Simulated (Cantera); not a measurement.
What does this Cantera script print?

```python
import numpy as np
import cantera as ct

gas_names = """
    CL CL2 H HCL H2 N NH NH2 NH3 N2 N2H2 N2H4 Si SiCL SiCL2 SiCL3 SiCL4 SiH SiHCL3 SiH2 SiH2CL2 SiH3
    SiH3CL SiH4 SiN Si2 Si2N Si3
""".split()
cond_names = """
    NH4CL(a) NH4CL(b) Si(cr) Si(L) Si3N4(a)
""".split()


def load(file, names, dense=False):
    # The tables refer to 1 bar. Condensed volumes are neglected.
    table = {s.name: s for s in ct.Species.list_from_file(file)}
    out = []
    for n in names:
        d = dict(table[n].input_data)
        d["thermo"] = dict(d["thermo"], **{"reference-pressure": 1e5})
        if dense:
            d["equation-of-state"] = {"model": "constant-volume", "density": "1e6 g/cm^3"}
        out.append(ct.Species.from_dict(d))
    return out


gas = ct.Solution(thermo="ideal-gas", species=load("nasa_gas.yaml", gas_names))
cond = {s.name: ct.Solution(thermo="fixed-stoichiometry", species=[s], name=s.name)
        for s in load("nasa_condensed.yaml", cond_names, dense=True)}
atoms = {
    'SiH2Cl2': {'Si': 1, 'H': 2, 'CL': 2},
    'NH3': {'N': 1, 'H': 3},
    'H2': {'H': 2},
    'N2': {'N': 2},
}
top_T = {'Si3N4(a)': 2400}  # K; cautious upper limits of use, not melting points


def equilibrate(T, P, feed):
    n = {}
    for name, mol in feed.items():
        for a, k in atoms[name].items():
            n[a] = n.get(a, 0.0) + k * mol
    gas.TPX = T, P, n
    mass = sum(n.values()) * gas.mean_molecular_weight
    gas.equilibrate("TP")
    valid = [c for c in cond.values() if c.min_temp <= T <= top_T.get(c.name, c.max_temp)]
    mix = ct.Mixture([(gas, mass / gas.mean_molecular_weight)] + [(c, 0.0) for c in valid])
    mix.T, mix.P = T, P
    mix.equilibrate("TP", solver="vcs", rtol=1e-11, max_steps=5000)
    return mix


results = []
feed = {'SiH2Cl2': 1, 'NH3': 2.9, 'H2': 7, 'N2': 39}  # mol
P = 6200  # Pa
for T in [775, 875, 975, 1075, 1175, 1275, 1375, 1475, 1575, 1675, 1775, 1875, 1975, 2075]:
    mix = equilibrate(T, P, feed)
    results.append((T, P, feed, dict(zip(mix.species_names, mix.species_moles))))

top = {s: max(r[3][s] / sum(r[3][g] for g in gas_names) for r in results) for s in gas_names}
cols = sorted((s for s in top if top[s] > 1e-05), key=lambda s: -top[s])[:5]
seen = [c for c in cond_names if any(r[3].get(c, 0) > 1e-12 for r in results)]
print("log10 of partial pressures in bar; condensed amounts in mol")
print(f"{'T/K':>10s}" + "".join(f"{s[:9]:>10s}" for s in cols + seen))
for T, P, feed, n in results:
    ng = sum(n[g] for g in gas_names)
    print(f"{T:10.4g}" + "".join(f"{np.log10(max(n[s] / ng * P / 1e5, 1e-99)):10.3f}" for s in cols)
          + "".join(f"{n.get(c, 0):10.4g}" for c in seen))
```

Output:

```
log10 of partial pressures in bar; condensed amounts in mol
       T/K        N2        H2       HCL     SiCL2         H     Si(L)  Si3N4(a)
       775    -1.333    -1.878    -2.633   -13.493   -12.943         0     0.333
       875    -1.333    -1.878    -2.632   -11.442   -11.239         0    0.3331
       975    -1.333    -1.878    -2.632    -9.814    -9.881         0    0.3332
      1075    -1.333    -1.878    -2.632    -8.492    -8.772         0    0.3332
      1175    -1.333    -1.878    -2.632    -7.399    -7.851         0    0.3332
      1275    -1.333    -1.878    -2.632    -6.481    -7.071         0    0.3332
      1375    -1.333    -1.878    -2.633    -5.701    -6.404         0    0.3326
      1475    -1.333    -1.878    -2.636    -5.035    -5.826         0    0.3305
      1575    -1.333    -1.877    -2.646    -4.472    -5.320         0    0.3233
      1675    -1.333    -1.875    -2.672    -4.014    -4.873         0    0.3051
      1775    -1.333    -1.873    -2.724    -3.670    -4.475         0    0.2711
      1875    -1.333    -1.869    -2.804    -3.435    -4.118         0    0.2231
      1975    -1.332    -1.873    -2.832    -3.399    -3.800    0.6015         0
      2075    -1.334    -1.878    -2.825    -3.430    -3.513    0.5376         0
```

Equilibrium computed with Cantera from the NASA thermochemical tables; the gas is ideal and each condensed phase is pure. The tables' values for SiCl, SiN, SiCl3 are old estimates; treat these amounts as uncertain. Gases not in the tables: Si2H6 and higher silanes.
